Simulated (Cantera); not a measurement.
**Premixed flame**

A freely propagating, adiabatic, planar premixed flame of CH4 : O2 : N2 : H2O = 1 : 1.54 : 6.92 : 0.41 (molar parts), unburnt at 698 K and 473 Torr; mixture-averaged transport, grid criteria slope 0.08 and curve 0.16, no radiation.

Detailed kinetics in Cantera: GRI-Mech 3.0 (53 species, 325 reactions). Burning velocities carry a grid error of a few per cent, more on coarse grids.

| z (mm) | T (K) | u (m/s) | x CH4 | x O2 | x H2O | x CH3 | x CO | x C2H6 |
|---|---|---|---|---|---|---|---|---|
| -2.02 | 698 | 1.05 | 0.101 | 0.156 | 0.0415 | 7.58e-8 | 8.42e-6 | 1.54e-7 |
| -1.35 | 703 | 1.06 | 0.100 | 0.155 | 0.0421 | 9.12e-7 | 0.000113 | 3.45e-6 |
| -1.01 | 718 | 1.09 | 0.0984 | 0.153 | 0.0441 | 4.12e-6 | 0.000507 | 2.09e-5 |
| -0.674 | 801 | 1.23 | 0.0913 | 0.146 | 0.0541 | 3.54e-5 | 0.00314 | 0.000201 |
| -0.337 | 1171 | 1.82 | 0.0619 | 0.113 | 0.0944 | 0.000756 | 0.0189 | 0.00138 |
| -0.169 | 1510 | 2.38 | 0.0333 | 0.0757 | 0.131 | 0.00286 | 0.0378 | 0.00119 |
| 0 | 1813 | 2.89 | 0.00880 | 0.0357 | 0.165 | 0.00313 | 0.0568 | 0.000132 |
| 0.169 | 1954 | 3.11 | 0.00102 | 0.0129 | 0.182 | 0.000790 | 0.0614 | 1.93e-6 |
| 0.337 | 1991 | 3.17 | 7.75e-5 | 0.00489 | 0.187 | 8.52e-5 | 0.0574 | 1.34e-8 |
| 0.674 | 2011 | 3.19 | 4.93e-7 | 0.00173 | 0.186 | 7.01e-7 | 0.0513 | <1e-8 |
| 1.35 | 2030 | 3.21 | <1e-8 | 0.00113 | 0.186 | <1e-8 | 0.0488 | <1e-8 |
| 2.70 | 2053 | 3.24 | <1e-8 | 0.000769 | 0.188 | <1e-8 | 0.0486 | <1e-8 |
| 5.39 | 2079 | 3.28 | <1e-8 | 0.000427 | 0.190 | <1e-8 | 0.0488 | <1e-8 |
x: mole fraction of selected species; z is measured from the peak of heat release.

| Item | Result |
|---|---|
| laminar burning velocity | 105 cm/s |
| thermal thickness | 0.674 mm |
| peak x(CH3) | 0.00366 |
| peak x(CO) | 0.0616 |
| peak x(C2H6) | 0.00155 |
| grid points | 146 |
